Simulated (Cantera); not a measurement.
A freely propagating, adiabatic, planar premixed flame of CH4 : H2 : O2 : N2 : H2O : CO2 = 1 : 0.056 : 2.5 : 9.41 : 2.5 : 0.13 (molar parts), equivalence ratio 0.81, unburnt at 500 K and 3150 Torr; mixture-averaged transport, grid criteria slope 0.08 and curve 0.16, no radiation.

Computed with Cantera and GRI-Mech 3.0 (53 species, 325 reactions). Burning velocities carry a grid error of a few per cent, more on coarse grids.

x: mole fraction of selected species; z is measured from the peak of heat release.

| z (mm) | T (K) | u (m/s) | x CH4 | x H2 | x O2 | x CH2 | x HCN | x N2O |
|---|---|---|---|---|---|---|---|---|
| -1.07 | 502 | 0.149 | 0.0640 | 0.00371 | 0.160 | <1e-8 | <1e-8 | <1e-8 |
| -0.713 | 514 | 0.152 | 0.0633 | 0.00385 | 0.159 | <1e-8 | <1e-8 | <1e-8 |
| -0.534 | 545 | 0.162 | 0.0614 | 0.00398 | 0.157 | <1e-8 | <1e-8 | <1e-8 |
| -0.356 | (withheld) | 0.199 | 0.0548 | 0.00419 | 0.147 | <1e-8 | 1.27e-8 | 2.48e-8 |
| -0.178 | (withheld) | 0.313 | 0.0345 | 0.00446 | 0.113 | <1e-8 | 6.14e-8 | 1.30e-7 |
| -0.0891 | (withheld) | 0.407 | 0.0171 | 0.00457 | 0.0817 | 9.39e-8 | 1.16e-7 | 2.56e-7 |
| 0 | 1670 | 0.498 | 0.00201 | 0.00380 | 0.0480 | 4.92e-6 | 1.87e-7 | 4.50e-7 |
| 0.0891 | 1791 | 0.532 | 1.71e-5 | 0.00189 | 0.0353 | 2.56e-7 | 8.68e-8 | 6.77e-7 |
| 0.178 | 1832 | 0.543 | 1.25e-7 | 0.00105 | 0.0325 | <1e-8 | 2.58e-8 | 7.51e-7 |
| 0.356 | 1858 | 0.550 | <1e-8 | 0.000412 | 0.0312 | <1e-8 | <1e-8 | 6.18e-7 |
| 0.713 | 1868 | 0.552 | <1e-8 | 0.000140 | 0.0308 | <1e-8 | <1e-8 | 3.19e-7 |
| 1.43 | 1870 | 0.553 | <1e-8 | 8.70e-5 | 0.0308 | <1e-8 | <1e-8 | 1.91e-7 |
| 2.85 | 1871 | 0.553 | <1e-8 | 8.31e-5 | 0.0308 | <1e-8 | <1e-8 | 1.79e-7 |

Question: What belongs in the gaps?

Answer: 
- -0.356, T (K): 670
- -0.178, T (K): 1048
- -0.0891, T (K): 1361
